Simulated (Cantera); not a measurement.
An adiabatic, constant-pressure homogeneous reactor starts with 11.6 % CH₄, 0.972 % C₂H₆, 14.7 % O₂, 55.4 % N₂, 17.4 % H₂O, equivalence ratio 1.8, at 1075 K and 1.00 atm.

Model: GRI-Mech 3.0 (53 species, 325 reactions), integrated in Cantera.

One state of this run: T (K) = 2088; x CH₄ = 1.61e-11; x C₂H₆ = <1e-12; x O₂ = 1.27e-6; x HO₂ = 7.84e-10; x C₂H₄ = <1e-12; x NO₂ = 6.97e-11; x C₂H = <1e-12. x: mole fraction; the columns are a selection and need not sum to one.

Q: Which value of t (s) does it belong to?
A. 0.00458
B. 0.000244
C. 3.00e-6
D. 7.00

A: D, 7.00
